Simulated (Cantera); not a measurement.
Charge: 1 mol MgCO3, 6.4 mol H2, held at 4.90 bar.

Equilibrium computed with Cantera from the NASA thermochemical tables; the gas is ideal and each condensed phase is pure. Candidate condensed phases: C, C6H6, C7H8, C8H18, H2O, Mg, MgCO3, MgO, Mg(OH)2; 116 gas species. Kinetics and transport are ignored.

log p: log10 of the partial pressure in bar; n: condensed amount in mol.

| T (°C) | log p H2 | log p H2O | log p CH4 | log p CO | log p CO2 | n MgO(s) |
|---|---|---|---|---|---|---|
| 375 | 0.34 | 0.26 | -0.04 | -5.67 | -4.55 | 1.00 |
| 475 | 0.34 | 0.26 | -0.04 | -3.31 | -2.60 | 1.00 |
| 575 | 0.37 | 0.22 | -0.09 | -1.67 | -1.34 | 1.00 |
| 675 | 0.46 | 0.08 | -0.28 | -0.80 | -0.92 | 1.00 |
| 775 | 0.53 | -0.09 | -0.69 | -0.40 | -0.94 | 1.00 |
| 875 | 0.55 | -0.20 | -1.34 | -0.26 | -1.08 | 1.00 |
| 975 | 0.56 | -0.22 | ? | -0.23 | ? | 1.00 |
| 1075 | 0.56 | -0.21 | -2.79 | -0.22 | -1.28 | 1.00 |
| 1175 | 0.56 | -0.21 | -3.40 | -0.21 | -1.35 | 1.00 |
| 1275 | 0.56 | -0.21 | -3.92 | -0.21 | -1.41 | 1.00 |
| 1375 | 0.56 | -0.20 | -4.39 | -0.20 | -1.47 | 1.000 |
| 1475 | 0.56 | -0.20 | -4.79 | -0.20 | -1.51 | 1.000 |
| 1575 | 0.56 | -0.20 | ? | -0.20 | -1.56 | 1.000 |
| 1675 | 0.56 | -0.20 | -5.48 | -0.20 | -1.59 | 1.000 |

**Question.** Some entries are withheld; supply them.

**Answer.** 
- 975, log p CH4: -2.10
- 975, log p CO2: -1.19
- 1575, log p CH4: -5.16
